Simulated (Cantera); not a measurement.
Input: 1 mol Ta2O5, 7.1 mol C, 0.12 mol CO, equilibrated at 2275 °C and 0.133 bar.

Cantera equilibrium calculation (NASA polynomials, part measured and part estimated; ideal gas, pure solids and liquids). Candidate condensed phases: C, Ta, TaC, Ta2O5; 15 gas species. TaC: taken at fixed stoichiometry. Condensed phases not in the tables: Ta2C. Kinetics and transport are ignored.

Base state: CO 1.000 (mole fractions); condensed: C(graphite) + TaC(s).

Problem. What changes in the equilibrium state with this change: pressure from 0.133 bar to 23.0 Pa?

Solution. 
```csv
species,before,after
CO,1.000,0.994
C3,7.75e-6,0.00449
C,2.38e-6,0.00138
C2,7.21e-7,0.000418
C5,2.83e-8,1.64e-5
"C(graphite), mol",0.0999,0.0186
"TaC(s), mol",2.00,2.00
```
